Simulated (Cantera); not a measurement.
Thermodynamics of iron carbonyl, mercury and lead vapours, feed Hg + O2 + N2

A closed system holds: 1 mol Hg, 0.032 mol O2, 18 mol N2, equilibrated at 1225 K and 1.00 bar.

Equilibrium computed with Cantera from the NASA thermochemical tables; the gas is ideal and each condensed phase is pure. Candidate condensed phases: Hg, HgO; 10 gas species. Rates play no part.

- x(N2): 0.946
- x(Hg): 0.0525
- x(O2): 0.00167
- x(NO): 2.30e-5
- gas amount: 19.03 mol
- log10 activity of Hg(l) (absent): -3.60
